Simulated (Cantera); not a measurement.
Carbon deposition, reforming and gasification: C2H6 + H2 + N2

Feed: 1 mol C2H6, 2.8 mol H2, 0.81 mol N2, at 43.5 Torr.

These are equilibrium values from Cantera (NASA tables, ideal gas, pure condensed phases), not measurements of a reactor. Candidate condensed phases: C, C6H6, C7H8, C8H18; 92 gas species. Equilibrium is a limit: real reactors are often held back by kinetics, nucleation or transport.

From 2050 K to 2875 K the condensed part is C(graphite). The main C-bearing gas is HCN at 2050 K and C2H2 (acetylene) at 2875 K. The share of C in condensed phases is highest at 2050 K (97.4 %) and lowest at 2875 K (61.9 %).

```json
[
 {"T (K)": "2050", "log p H2": "-1.30", "log p H": "-3.29", "log p N2": "-2.16", "log p HCN": "-3.48", "log p C2H2 (acetylene)": "-4.27", "log p HNC": "-4.69", "log p C2H": "-7.92", "log p CN": "-7.05", "n C(graphite)": "1.95"},
 {"T (K)": "2125", "log p H2": "-1.30", "log p H": "-3.09", "log p N2": "-2.17", "log p HCN": "-3.36", "log p C2H2 (acetylene)": "-4.08", "log p HNC": "-4.52", "log p C2H": "-7.42", "log p CN": "-6.66", "n C(graphite)": "1.93"},
 {"T (K)": "2200", "log p H2": "-1.31", "log p H": "-2.90", "log p N2": "-2.17", "log p HCN": "-3.26", "log p C2H2 (acetylene)": "-3.90", "log p HNC": "-4.36", "log p C2H": "-6.95", "log p CN": "-6.30", "n C(graphite)": "1.90"},
 {"T (K)": "2275", "log p H2": "-1.31", "log p H": "-2.73", "log p N2": "-2.18", "log p HCN": "-3.17", "log p C2H2 (acetylene)": "-3.73", "log p HNC": "-4.22", "log p C2H": "-6.52", "log p CN": "-5.97", "n C(graphite)": "1.87"},
 {"T (K)": "2350", "log p H2": "-1.32", "log p H": "-2.57", "log p N2": "-2.19", "log p HCN": "-3.08", "log p C2H2 (acetylene)": "-3.58", "log p HNC": "-4.09", "log p C2H": "-6.11", "log p CN": "-5.66", "n C(graphite)": "1.83"},
 {"T (K)": "2425", "log p H2": "-1.33", "log p H": "-2.41", "log p N2": "-2.20", "log p HCN": "-3.00", "log p C2H2 (acetylene)": "-3.44", "log p HNC": "-3.97", "log p C2H": "-5.74", "log p CN": "-5.37", "n C(graphite)": "1.78"},
 {"T (K)": "2500", "log p H2": "-1.35", "log p H": "-2.27", "log p N2": "-2.21", "log p HCN": "-2.93", "log p C2H2 (acetylene)": "-3.32", "log p HNC": "-3.86", "log p C2H": "-5.38", "log p CN": "-5.09", "n C(graphite)": "1.72"},
 {"T (K)": "2575", "log p H2": "-1.37", "log p H": "-2.14", "log p N2": "-2.23", "log p HCN": "-2.87", "log p C2H2 (acetylene)": "-3.20", "log p HNC": "-3.77", "log p C2H": "-5.05", "log p CN": "-4.84", "n C(graphite)": "1.66"},
 {"T (K)": "2650", "log p H2": "-1.39", "log p H": "-2.03", "log p N2": "-2.25", "log p HCN": "-2.82", "log p C2H2 (acetylene)": "-3.10", "log p HNC": "-3.68", "log p C2H": "-4.75", "log p CN": "-4.60", "n C(graphite)": "1.58"},
 {"T (K)": "2725", "log p H2": "-1.43", "log p H": "-1.92", "log p N2": "-2.27", "log p HCN": "-2.77", "log p C2H2 (acetylene)": "-3.01", "log p HNC": "-3.60", "log p C2H": "-4.46", "log p CN": "-4.38", "n C(graphite)": "1.48"},
 {"T (K)": "2800", "log p H2": "-1.46", "log p H": "-1.82", "log p N2": "-2.29", "log p HCN": "-2.74", "log p C2H2 (acetylene)": "-2.94", "log p HNC": "-3.54", "log p C2H": "-4.20", "log p CN": "-4.17", "n C(graphite)": "1.37"},
 {"T (K)": "2875", "log p H2": "-1.51", "log p H": "-1.73", "log p N2": "-2.32", "log p HCN": "-2.71", "log p C2H2 (acetylene)": "-2.88", "log p HNC": "-3.48", "log p C2H": "-3.95", "log p CN": "-3.97", "n C(graphite)": "1.24"}
]
```
log p: log10 of the partial pressure in bar; n: condensed amount in mol.
